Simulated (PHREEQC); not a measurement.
A solution holds 7.56 mmol/kgw HCl, 0.18 mmol/kgw CaCl2 and 11 mmol/kgw MnSO4, at 64 °C. Closed to the air; pH follows from the charge balance.

The numbers come from PHREEQC with the ion-association model, phreeqc.dat.

Precipitation was switched off in this run.

Problem. Order these Ca species by the share of Ca that they hold, largest first: CaHSO4+, Ca+2, CaSO4.

Solution. Ca+2 (78 %), CaSO4 (21 %), CaHSO4+ (1.4 %)

Problem. Order these Mn species by the share of Mn that they hold, largest first: MnCl+, Mn+2, MnSO4.

Solution. Mn+2 (70 %), MnSO4 (29 %), MnCl+ (1.1 %)

The pH is 2.40 and the ionic strength 0.0331 mol/kgw. Constants without temperature data keep their 25 °C values here.
